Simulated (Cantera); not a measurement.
A closed system holds: 1 mol Nb2O5, 0.86 mol H2, equilibrated at 1025 °C and 75.0 Torr.

Cantera equilibrium calculation (NASA polynomials, part measured and part estimated; ideal gas, pure solids and liquids). Candidate condensed phases: H2O, Nb, NbO, NbO2, Nb2O5; 12 gas species. Mutual solubility and eutectic melting of coexisting phases are not modelled. Condensed phases not in the tables: the oxides between NbO2 and Nb2O5. Rates play no part.

Base state: H2 0.964, H2O 0.0362 (mole fractions); condensed: NbO2(s) + Nb2O5(s).

Problem. What changes in the equilibrium state with this change: Nb2O5 replaced by PbS?

Solution. 
```json
[
 {"species": "H2", "before": "0.964", "after": "0.559"},
 {"species": "PbS", "before": "0", "after": "0.344"},
 {"species": "H2S", "before": "0", "after": "0.0704"},
 {"species": "H2O", "before": "0.0362", "after": "0"},
 {"species": "Pb", "before": "0", "after": "0.0256"},
 {"species": "S2", "before": "0", "after": "0.00125"},
 {"species": "SH", "before": "0", "after": "0.000170"},
 {"species": "NbO2(s), mol", "before": "0.0622", "after": "0"},
 {"species": "Nb2O5(s), mol", "before": "0.969", "after": "0"},
 {"species": "Pb(l), mol", "before": "0", "after": "0.0648"},
 {"species": "PbS(s), mol", "before": "0", "after": "0.431"}
]
```
Gases not in the tables: S3 to S7. Further candidate phases: Pb, PbS, S.
